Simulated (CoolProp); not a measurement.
50 sccm (0 °C, 1 atm) of nitrogen bubbles through liquid octamethylcyclotetrasiloxane (D4) at 349.8 K and leaves saturated at a total pressure of 0.0413 MPa (ideal gas phase). Each further row changes one setting.

Model: reference Helmholtz-energy equation of state, Thol 2015, in CoolProp.

```
case                       vapour pressure (kPa)  mole fraction of vapour  delivery (mg/min)  delivery (sccm)  change of delivery for a bath 1 K warmer (%)
-------------------------  ---------------------  -----------------------  -----------------  ---------------  --------------------------------------------
as stated                                   3.06                   0.0742               53.0             4.01                                           5.4
bath temperature 354.8 K                    3.89                   0.0943               68.9             5.21                                           5.3
total pressure 0.0826 MPa                   3.06                   0.0371               25.5             1.93                                           5.2
```
